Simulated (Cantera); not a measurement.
Hydrocarbon pyrolysis for carbon deposition

An isothermal, constant-pressure homogeneous reactor starts with 2.94 % C2H6, 97.1 % N2, at 1600 K and 1.05 Torr.

Model: GRI-Mech 3.0 (53 species, 325 reactions), integrated in Cantera. GRI-Mech 3.0 stops at C3 and has no aromatics, soot or wall deposition, so with more carbon than oxygen in the feed, carbon stays in small species such as C2H2 where larger ones or solid carbon would form. Radical loss at walls, strong at low pressure, is not modelled.

```
t (s)      x C2H6     x CH4    x C2H4     x C2H    x C2H2     x HCN
--------  -------  --------  --------  --------  --------  --------
0.000100   0.0293   2.93e-7   2.57e-8    <1e-12    <1e-12    <1e-12
0.000239   0.0291   1.67e-6   2.94e-7    <1e-12  1.13e-11    <1e-12
0.000572   0.0288   9.48e-6   3.72e-6    <1e-12  3.64e-10    <1e-12
0.00137    0.0278   5.28e-5   5.39e-5    <1e-12   2.01e-8  1.28e-10
0.00327    0.0250  0.000281  0.000801  3.05e-10   3.39e-6   3.82e-8
0.00782    0.0160   0.00141   0.00578   6.34e-8  0.000263   8.57e-7
0.0187    0.00273   0.00503    0.0132   8.42e-7   0.00456   4.60e-6
0.0447    4.04e-5   0.00644   0.00765   1.21e-6    0.0158   1.04e-5
0.107     3.61e-6   0.00588   0.00280   6.98e-7    0.0217   1.24e-5
0.256     1.25e-6   0.00529  0.000756   4.50e-7    0.0243   1.33e-5
0.612     5.43e-7   0.00469  0.000171   3.15e-7    0.0252   1.38e-5
1.46      2.45e-7   0.00409   6.32e-5   2.30e-7    0.0257   1.43e-5
3.50      1.16e-7   0.00346   3.11e-5   1.81e-7    0.0260   1.47e-5
8.36      6.09e-8   0.00270   1.65e-5   1.67e-7    0.0264   1.52e-5
20.0      2.96e-8   0.00175   7.65e-6   1.86e-7    0.0269   1.60e-5
```
x: mole fraction; the columns are a selection and need not sum to one.

Equilibrium at this temperature and pressure: C2H6 <1e-12, CH4 4.64e-7, C2H4 5.83e-8, C2H 1.42e-7, C2H2 0.00681, HCN 0.0419 (gas phase only).
